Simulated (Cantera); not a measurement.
Feed: 1 mol SiHCl3, 4.2 mol H2, equilibrated at 1175 K and 2300 Pa.

Method: chemical equilibrium by Gibbs-energy minimisation in Cantera with the NASA 1993 tables (ideal gas, pure condensed phases). Candidate condensed phases: Si; 19 gas species. The tables' values for SiCl3 are old estimates; treat these amounts as uncertain. Rates play no part.

### Question
What is the equilibrium state?

### Answer
```
Property       Result
----------  ---------
x(H2)           0.780
x(HCl)         0.0903
x(SiCl4)       0.0764
x(SiCl2)       0.0238
x(SiHCl3)      0.0156
x(SiCl3)       0.0136
x(SiH2Cl2)   0.000407
x(SiH3Cl)     2.89e-6
n(Si(s))    0.268 mol
gas amount  5.641 mol
```
